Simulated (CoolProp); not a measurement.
The fluid at 298.15 K and 0.0196 MPa expands adiabatically to 0.00323 MPa with isentropic efficiency 0.8. The same conditions are run with several fluids, on thermodynamics alone (safety and materials aside).

Computed with CoolProp (reference Helmholtz-energy equation of state of each fluid (n-pentane: Thol 2019; R125: Lemmon 2005; carbonyl sulfide: Lemmon 2006; n-butane: Bücker 2006; R1336mzz(Z): McLinden 2020)).

Q: Rank n-pentane, R125, carbonyl sulfide, n-butane, R1336mzz(Z) by work (kJ/kg), highest first.

A: n-butane (56.7), carbonyl sulfide (49.5), n-pentane (46.2), R125 (27.4), R1336mzz(Z) (20.5)

```csv
fluid,final temperature (K),final density (kg/m³)
n-pentane,268.8,0.105
R125,261.7,0.178
carbonyl sulfide,222.3,0.105
n-butane,262.7,0.0861
R1336mzz(Z),272.3,0.235
```
